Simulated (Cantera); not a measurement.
A Cantera script and what it prints.

```python
import numpy as np
import cantera as ct

gas_names = """
    AL ALCL ALCL2 ALCL3 ALH ALN AL2 AL2CL6 CL CL2 H HCL H2 N NH NH2 NH3 N2 N2H2 N2H4
""".split()
cond_names = """
    AL(cr) AL(L) ALCL3(s) ALCL3(L) ALN(s) NH4CL(a) NH4CL(b)
""".split()


# ... load() reads the species with a 1 bar reference pressure and builds the phases ...
atoms = {
    'AlCl3': {'AL': 1, 'CL': 3},
    'NH3': {'N': 1, 'H': 3},
    'H2': {'H': 2},
}
top_T = {'ALN(s)': 2750}  # K; cautious upper limits of use, not melting points


# ... equilibrate(T, P, feed) seeds the gas with the atoms and calls Mixture.equilibrate('TP', solver="vcs", rtol=1e-11, max_steps=5000) ...
results = []
feed = {'AlCl3': 1, 'NH3': 110, 'H2': 130}  # mol
P = 1333.22  # Pa
for T in [1323, 1373, 1423, 1473, 1523, 1573, 1623, 1673]:
    mix = equilibrate(T, P, feed)
    results.append((T, P, feed, dict(zip(mix.species_names, mix.species_moles))))
    x = sorted(zip(gas.X, gas.species_names), reverse=True)
    print(f"T = {T:g} K  P = {P:g} Pa  gas = {mix.phase_moles(0):.4g} mol")
    print("   x: " + "  ".join(f"{s} {v:.3e}" for v, s in x if v > 0.001))
    print("   condensed (mol): " + ("  ".join(f"{mix.phase(i).name} {mix.phase_moles(i):.4g}"
          for i in range(1, mix.n_phases) if mix.phase_moles(i) > 1e-12) or "none"))
```

Result:

```
T = 1323 K  P = 1333.22 Pa  gas = 351 mol
   x: H2 8.362e-01  N2 1.553e-01  HCL 8.410e-03
   condensed (mol): ALN(s) 0.9767
T = 1373 K  P = 1333.22 Pa  gas = 351 mol
   x: H2 8.362e-01  N2 1.553e-01  HCL 8.333e-03
   condensed (mol): ALN(s) 0.9531
T = 1423 K  P = 1333.22 Pa  gas = 351.1 mol
   x: H2 8.361e-01  N2 1.554e-01  HCL 8.147e-03
   condensed (mol): ALN(s) 0.892
T = 1473 K  P = 1333.22 Pa  gas = 351.3 mol
   x: H2 8.359e-01  N2 1.555e-01  HCL 7.724e-03
   condensed (mol): ALN(s) 0.7487
T = 1523 K  P = 1333.22 Pa  gas = 351.6 mol
   x: H2 8.356e-01  N2 1.558e-01  HCL 6.886e-03  ALCL 1.456e-03
   condensed (mol): ALN(s) 0.4582
T = 1573 K  P = 1333.22 Pa  gas = 352 mol
   x: H2 8.350e-01  N2 1.562e-01  HCL 5.588e-03  ALCL 2.757e-03
   condensed (mol): none
T = 1623 K  P = 1333.22 Pa  gas = 352.1 mol
   x: H2 8.348e-01  N2 1.562e-01  HCL 5.617e-03  ALCL 2.780e-03
   condensed (mol): none
T = 1673 K  P = 1333.22 Pa  gas = 352.2 mol
   x: H2 8.344e-01  N2 1.562e-01  HCL 5.634e-03  ALCL 2.793e-03
   condensed (mol): none
```

Cantera equilibrium calculation (NASA polynomials, part measured and part estimated; ideal gas, pure solids and liquids). The tables' values for AlCl2 are old estimates; treat these amounts as uncertain.
